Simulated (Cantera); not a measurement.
Feed: 1 mol Cu₂O, 1.9 mol C, 2 mol CO, at 2073 K.

Cantera equilibrium calculation (NASA polynomials, part measured and part estimated; ideal gas, pure solids and liquids). Candidate condensed phases: C, Cu, CuO, Cu₂O; 15 gas species. Equilibrium is a limit: real reactors are often held back by kinetics, nucleation or transport.

Q: Which condensed phases are stable at each of these points (P (Pa)): 10, 52, 270, 1400, 7200, 37000, 190000, 1000000?

A: 
```csv
P (Pa),condensed phases,Cu condensed (%)
10,C(graphite),0.0
52,C(graphite),0.0
270,C(graphite),0.0
1400,C(graphite),0.0
7200,C(graphite) + Cu(l),80.3
37000,C(graphite) + Cu(l),96.5
190000,C(graphite) + Cu(l),99.3
1000000,C(graphite) + Cu(l),99.9
```

From 0.0750 Torr to 10.5 Torr the condensed part is C(graphite). From 54.0 Torr to 7500 Torr the condensed part is C(graphite) + Cu(l).
